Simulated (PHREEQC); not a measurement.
0.2 g of hydrous ferric oxide (600 m²/g; 0.2 weak and 0.005 strong sites per Fe, Dzombak-Morel constants, diffuse double layer) in 1 kg of water with 0.3 mol/kgw of an inert sodium salt and 0.00043 mol/kgw Na2SeO3, 0.0001 mol/kgw Na2HAsO4 and 2.5e-05 mol/kgw NaH2PO4, at 25 °C; the pH is set by adding NaOH or the inert anion's acid. No oxygen is let in. CO2 from the air is kept out. Precipitation was switched off in this run.

Equilibrium calculation in PHREEQC: ion-association model, wateq4f.dat.

**Question.** Predict Se sorbed (%) at pH = 4.67, 5.33, 8, 10.67, 11.33.

**Answer.** 
| pH | Se sorbed (%) |
|---|---|
| 4.67 | 23.6 |
| 5.33 | 24.8 |
| 8 | 16.9 |
| 10.67 | 0.2 |
| 11.33 | 0.1 |

Species that the database lacks are ignored. The database's selenite sorption wasn't checked against measurements; a fall in acid may be a fault of its surface constants. H3PO4, which wateq4f.dat lacks, is added to it with the constant of phreeqc.dat.
